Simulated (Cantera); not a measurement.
Feed: 1 mol SiH4, 3.3 mol NH3, 35 mol N2, equilibrated at 1775 K.

Cantera equilibrium calculation (NASA polynomials, part measured and part estimated; ideal gas, pure solids and liquids). Candidate condensed phases: Si, Si3N4; 18 gas species. The numbers say what is thermodynamically allowed, not how fast it happens.

Problem. At 11000 Pa, list the 3 most abundant gas species with their mole fractions, and the condensed phases.

Solution. N2 0.838, H2 0.162, H 0.000351. Condensed: Si3N4(s).
